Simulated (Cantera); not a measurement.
Feed: 1 mol TEOS, 0.24 mol H2O, 0.29 mol H2, 6.1 mol CO2, at 0.110 bar.

Method: chemical equilibrium by Gibbs-energy minimisation in Cantera with the NASA 1993 tables (ideal gas, pure condensed phases). Candidate condensed phases: C, C6H6, C7H8, C8H18, H2O, Si, SiC, SiO2; 123 gas species. The feed counts by its element totals alone. The tables hold silica as quartz up to 1696 K and as liquid above; real silica turns to tridymite and cristobalite and melts near 1996 K. Kinetics and transport are ignored.

Q: At 1550 K, list the 5 most abundant gas species with their mole fractions, and the condensed phases.

A: CO 0.568, H2 0.418, H2O 0.00929, CO2 0.00451, H 6.14e-5. Condensed: SiO2(β-quartz).
